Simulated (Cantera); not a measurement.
Standard-state values (1 bar) from the NASA 1993 polynomials, evaluated with Cantera. Values are per mole of reaction as written; species without (g) are pure solids or liquids, kept so even where they would boil at 1 bar.

Pb + 2 HF(g) → 2 H(g) + PbF2

```json
[
 {"T (K)": "548", "ΔH° (kJ)": "___", "ΔS° (J/K)": "___", "ΔG° (kJ)": "___", "log10 K": "___", "condensed phases": "Pb(s), PbF2(s)"},
 {"T (K)": "573", "ΔH° (kJ)": "313.0", "ΔS° (J/K)": "-49.1", "ΔG° (kJ)": "341.1", "log10 K": "-31.10", "condensed phases": "Pb(s), PbF2(s)"},
 {"T (K)": "598", "ΔH° (kJ)": "315.6", "ΔS° (J/K)": "-44.7", "ΔG° (kJ)": "342.3", "log10 K": "-29.90", "condensed phases": "Pb(s), PbF2(s)"},
 {"T (K)": "623", "ΔH° (kJ)": "312.4", "ΔS° (J/K)": "-50.0", "ΔG° (kJ)": "343.6", "log10 K": "-28.81", "condensed phases": "Pb(l), PbF2(s)"},
 {"T (K)": "648", "ΔH° (kJ)": "314.4", "ΔS° (J/K)": "-46.9", "ΔG° (kJ)": "344.8", "log10 K": "-27.79", "condensed phases": "Pb(l), PbF2(s)"},
 {"T (K)": "673", "ΔH° (kJ)": "___", "ΔS° (J/K)": "___", "ΔG° (kJ)": "___", "log10 K": "___", "condensed phases": "Pb(l), PbF2(s)"},
 {"T (K)": "698", "ΔH° (kJ)": "318.8", "ΔS° (J/K)": "-40.4", "ΔG° (kJ)": "347.0", "log10 K": "-25.97", "condensed phases": "Pb(l), PbF2(s)"},
 {"T (K)": "723", "ΔH° (kJ)": "___", "ΔS° (J/K)": "___", "ΔG° (kJ)": "___", "log10 K": "___", "condensed phases": "Pb(l), PbF2(s)"}
]
```

Problem. Fill in the missing entries.

Solution. 
- 548, ΔH° (kJ): 312.1
- 548, ΔS° (J/K): -50.7
- 548, ΔG° (kJ): 339.9
- 548, log10 K: -32.40
- 673, ΔH° (kJ): 316.5
- 673, ΔS° (J/K): -43.7
- 673, ΔG° (kJ): 345.9
- 673, log10 K: -26.85
- 723, ΔH° (kJ): 320.9
- 723, ΔS° (J/K): -37.3
- 723, ΔG° (kJ): 347.9
- 723, log10 K: -25.14
